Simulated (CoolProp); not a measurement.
Hydrogen chloride along the isobar 272 bar: Z from the reference equation and from simpler models built on Tc = 51.5 °C, pc = 83.14 bar, ω = 0.130; each cubic takes its own stable root.

Model: reference Helmholtz-energy equation of state, Thol 2018, in CoolProp.

```csv
T (°C),phase,reference
-45.65,liquid,0.4644
-36.25,liquid,0.4550
-26.85,liquid,0.4469
-17.45,liquid,0.4400
-8.05,liquid,0.4343
1.35,liquid,0.4299
10.65,liquid,0.4267
20.05,liquid,0.4246
```

Question: How far does each simpler model (Redlich-Kwong, Peng-Robinson) lie from the reference over these 8 states: mean and median of the absolute difference, and the worst?

Answer: 
- Redlich-Kwong: mean 15.6 %, median 15.5 %, worst +16.8 % at 20.05 °C and 272 bar
- Peng-Robinson: mean 1.8 %, median 1.6 %, worst +3.2 % at 20.05 °C and 272 bar
